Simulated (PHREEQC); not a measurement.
# Buffer (model solution)

Consider water at 80 °C with 0.06 mol/kgw KHCO3, 0.00011 mol/kgw Na2CO3 and 0.00028 mol/kgw LiCl. Closed to the air; pH follows from the charge balance.

Equilibrium calculation in PHREEQC: ion-association model, phreeqc.dat.

Each row changes one thing in this solution. No solid was allowed to form.

```tsv
case	pH	ionic strength (mol/kgw)	HCO3- (mol/kgw)	CO3-2 (mol/kgw)	CO2 (mol/kgw)	SI of Sylvite (KCl)
as made	8.05	0.0614	0.0582	0.000955	0.000897	-6.12
Na2CO3 replaced by NaNO3 at the same molality	8.03	0.0613	0.0581	0.000903	0.000945	-6.12
0.074 mol/kgw LiOH added	10.71	0.189	0.00541	0.0545	1.59e-7	-6.23
KHCO3 from 0.06 to 0.006 mol/kgw	8.29	0.00661	0.00593	0.000113	6.11e-5	-6.99
Na2CO3 left out	8.03	0.0612	0.0582	0.000906	0.000941	-6.12
```

Species that the database lacks are ignored. Constants without temperature data keep their 25 °C values here.
